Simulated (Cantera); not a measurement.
A perfectly stirred reactor is fed with 8.22 % H2, 3.29 % O2, 88.5 % N2, equivalence ratio 1.2, at 105 Torr; it is held at 1325 K, and followed from long to short residence time.

Detailed kinetics in Cantera: the H2/O2 subset of GRI-Mech 3.0, which has no nitrogen chemistry. The temperature is held fixed by assumption; the heat of reaction is taken as removed at once.

Predict: x(H2) at τ = 4.50 s; x(O2) at τ = 4.50 s; x(H2O2) at τ = 4.50 s; x(H2O) at τ = 4.50 s; x(O) at τ = 4.50 s; x(H2) at τ = 0.150 s; x(O2) at τ = 0.150 s; x(H2O2) at τ = 0.150 s; x(H2O) at τ = 0.150 s; x(O) at τ = 0.150 s.


- x(H2) at τ = 4.50 s = 0.0164
- x(O2) at τ = 4.50 s = 2.71e-5
- x(H2O2) at τ = 4.50 s = 4.65e-9
- x(H2O) at τ = 4.50 s = 0.0678
- x(O) at τ = 4.50 s = 7.39e-6
- x(H2) at τ = 0.150 s = 0.0150
- x(O2) at τ = 0.150 s = 0.000500
- x(H2O2) at τ = 0.150 s = 3.21e-8
- x(H2O) at τ = 0.150 s = 0.0660
- x(O) at τ = 0.150 s = 0.000197
